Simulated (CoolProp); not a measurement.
Saturated liquid density (kg/m³) of toluene: the reference equation beside estimates from Tc = 591.7 K, pc = 4.126 MPa, ω = 0.266.

Values from CoolProp's reference Helmholtz-energy equation of state, Lemmon 2006. It is a short technical equation, of lower accuracy than the large ones.

| T (K) | reference | van der Waals | Redlich-Kwong |
|---|---|---|---|
| 301 | 859.5 | 504.1 | 748.2 |
| 309.4 | 851.6 | [?] | 741.4 |
| 317.8 | [?] | 495.9 | [?] |
| 326.1 | 835.9 | 491.7 | 727.3 |
| 334.5 | 827.9 | 487.3 | 720.0 |
| 342.9 | 819.8 | 482.9 | 712.4 |
| 351.2 | 811.7 | 478.4 | 704.8 |
| 359.6 | 803.4 | 473.8 | 696.8 |

Task: Some entries are withheld; supply them.

Result: 
- 309.4, van der Waals: 500.0
- 317.8, reference: 843.7
- 317.8, Redlich-Kwong: 734.4

Absolute difference from the reference over all 8 rows, mean and median: van der Waals 41.2 and 41.2 %, Redlich-Kwong 13.1 and 13.0 %.
